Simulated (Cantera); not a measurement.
Charge: 1 mol SiHCl3, 0.13 mol C2H4, 110 mol H2, held at 2325 K and 14.0 mbar.

Equilibrium computed with Cantera from the NASA thermochemical tables; the gas is ideal and each condensed phase is pure. Candidate condensed phases: C, C6H6, C7H8, C8H18, Si, SiC; 109 gas species. The tables' values for SiCl are old estimates; treat these amounts as uncertain. Gases not in the tables: Si2H6 and higher silanes. Kinetics and transport are ignored.

Base state: H2 0.879, H 0.0872, HCl 0.0233, Si 0.00731, Cl 0.00166, C2H2 (acetylene) 0.000805, SiH 0.000285, SiC2 0.000206 (mole fractions); condensed: gas only.

Problem. What changes in the equilibrium state with this change: SiHCl3 replaced by SiH2Cl2?

Solution. 
```tsv
species	before	after
H2	0.879	0.887
H	0.0872	0.0875
HCl	0.0233	0.0156
Cl	0.00166	0.00111
Si	0.00731	0.00740
SiCl2	9.34e-5	4.19e-5
SiCl	0.000166	0.000112
Si2	1.30e-5	1.33e-5
```

Problem. What changes in the equilibrium state with this change: pressure from 14.0 mbar to 5.70 mbar?

Solution. 
```
species    before     after
-------  --------  --------
H2          0.879     0.833
H          0.0872     0.133
HCl        0.0233    0.0220
Si        0.00731   0.00752
SiCl2     9.34e-5   3.67e-5
SiH2      4.02e-5   1.60e-5
Si2       1.30e-5   5.60e-6
Si2C     0.000159   7.03e-5
SiCl     0.000166  0.000105
```

Problem. What changes in the equilibrium state with this change: pressure from 14.0 mbar to 0.133 bar?

Solution. 
```csv
species,before,after
H2,0.879,0.939
H,0.0872,0.0292
HCl,0.0233,0.0241
Si,0.00731,0.00486
SiH2,4.02e-5,0.000272
SiCl2,9.34e-5,0.000592
"SiC(s), mol",0,0.117
```
